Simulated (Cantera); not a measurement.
Feed: 1 mol Si, 2.7 mol Br2, held at 6.30 mbar.

Cantera equilibrium calculation (NASA polynomials, part measured and part estimated; ideal gas, pure solids and liquids). Candidate condensed phases: Br2, Si; 9 gas species. The tables' values for SiBr3 are old estimates; treat these amounts as uncertain. The numbers say what is thermodynamically allowed, not how fast it happens. All values below are at 1150 K.

Base state: SiBr4 0.535, Br2 0.285, Br 0.180, SiBr3 3.13e-5 (mole fractions); condensed: gas only.

Task: What changes in the equilibrium state with this change: pressure from 6.30 mbar to 13.3 mbar?

Result: 
```
species   before    after
-------  -------  -------
SiBr4      0.535    0.550
Br2        0.285    0.319
Br         0.180    0.131
SiBr3    3.13e-5  2.09e-5
```
